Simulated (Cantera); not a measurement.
An adiabatic, constant-pressure homogeneous reactor starts with CH4 : H2 : O2 : N2 = 1 : 0.14 : 1.88 : 7.08 (molar parts), at 1225 K and 0.760 atm. Integrator tolerance rtol = 1e-08.

Computed with Cantera and GRI-Mech 3.0 (53 species, 325 reactions).

What does this change do: CH4 1 to 1.4 parts?


| quantity | before | after |
|---|---|---|
| time of steepest temperature rise | 12.2 ms | 19.8 ms |
| temperature at 0.800 s | 2637 K | 2542 K |
| equilibrium temperature | 2637 K | 2542 K |
| x(CH4) at 0.800 s | <1e-12 (gas-phase equilibrium <1e-12) | <1e-12 (gas-phase equilibrium <1e-12) |
| x(H2) at 0.800 s | 0.0226 (gas-phase equilibrium 0.0226) | 0.0799 (gas-phase equilibrium 0.0799) |
| x(O2) at 0.800 s | 0.00939 (gas-phase equilibrium 0.00939) | 0.000307 (gas-phase equilibrium 0.000307) |
| x(C2H2) at 0.800 s | <1e-12 (gas-phase equilibrium <1e-12) | <1e-12 (gas-phase equilibrium <1e-12) |
| x(H) at 0.800 s | 0.00769 (gas-phase equilibrium 0.00769) | 0.00978 (gas-phase equilibrium 0.00978) |
| x(NO) at 0.800 s | 0.00566 (gas-phase equilibrium 0.00566) | 0.000838 (gas-phase equilibrium 0.000838) |
| x(HCO) at 0.800 s | 3.07e-8 (gas-phase equilibrium 3.07e-8) | 9.17e-8 (gas-phase equilibrium 9.17e-8) |

What does this change do: 0.51 parts CO2 added?


```
quantity                                                            before                                    after
---------------------------------  ---------------------------------------  ---------------------------------------
time of steepest temperature rise                                  12.2 ms                                  13.3 ms
temperature at 0.800 s                                              2637 K                                   2562 K
equilibrium temperature                                             2637 K                                   2562 K
x(CH4) at 0.800 s                    <1e-12 (gas-phase equilibrium <1e-12)    <1e-12 (gas-phase equilibrium <1e-12)
x(H2) at 0.800 s                     0.0226 (gas-phase equilibrium 0.0226)    0.0155 (gas-phase equilibrium 0.0155)
x(O2) at 0.800 s                   0.00939 (gas-phase equilibrium 0.00939)    0.0102 (gas-phase equilibrium 0.0102)
x(C2H2) at 0.800 s                   <1e-12 (gas-phase equilibrium <1e-12)    <1e-12 (gas-phase equilibrium <1e-12)
x(H) at 0.800 s                    0.00769 (gas-phase equilibrium 0.00769)  0.00470 (gas-phase equilibrium 0.00470)
x(NO) at 0.800 s                   0.00566 (gas-phase equilibrium 0.00566)  0.00511 (gas-phase equilibrium 0.00511)
x(HCO) at 0.800 s                  3.07e-8 (gas-phase equilibrium 3.07e-8)  2.36e-8 (gas-phase equilibrium 2.36e-8)
```
